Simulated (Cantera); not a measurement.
A freely propagating, adiabatic, planar premixed flame of 4.93 % C3H8, 19.0 % O2, 71.5 % N2, 4.59 % CO2, equivalence ratio 1.3, unburnt at 498 K and 1050 Torr; unity-Lewis-number transport, grid criteria slope 0.08 and curve 0.16, no radiation.

Computed with Cantera and GRI-Mech 3.0 (53 species, 325 reactions). GRI-Mech 3.0 was tuned for natural gas; its chemistry of propane as a main component is partial and can be far from experiment. Unity Lewis numbers drop preferential diffusion, which matters most where H2 and H carry the flame. Burning velocities carry a grid error of a few per cent, more on coarse grids.

Problem. Predict: laminar burning velocity; thermal thickness; peak x(HCN).

Solution. 
```json
{
 "laminar_burning_velocity": "45.3 cm/s",
 "thermal_thickness": "0.343 mm",
 "peak x(HCN)": "1.69e-5"
}
```
